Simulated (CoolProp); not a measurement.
Model: reference Helmholtz-energy equation of state, Gao 2016, in CoolProp.

Problem. Give the vapour pressure (bar), enthalpy of vaporisation (kJ/kg), liquid cp (kJ/(kg K)), vapour Z of saturated sulfur dioxide at -13.65 °C.

Solution. 
```tsv
T (°C)	p (bar)	enthalpy of vaporisation (kJ/kg)	liquid cp (kJ/(kg K))	vapour Z
-13.65	0.859	393	1.36	0.975
```
